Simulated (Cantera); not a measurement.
An isothermal, constant-pressure homogeneous reactor starts with H₂ : O₂ : N₂ = 1.5 : 1 : 3.4 (molar parts), at 1048 K and 0.987 atm.

Computed with Cantera and the H2/O2 subset of GRI-Mech 3.0, which has no nitrogen chemistry. The temperature is held fixed by assumption; the heat of reaction is taken as removed at once.

One state of this run: x H₂ = 0.0289; x O₂ = 0.0622; x OH = 1.70e-6; x O = 1.42e-6; x H₂O₂ = 9.41e-5; x H₂O = 0.258. x: mole fraction; the columns are a selection and need not sum to one.

Question: Which value of t (s) does it belong to?
A) 0.00162
B) 0.262
C) 2.00
D) 0.0342

Answer: A, 0.00162
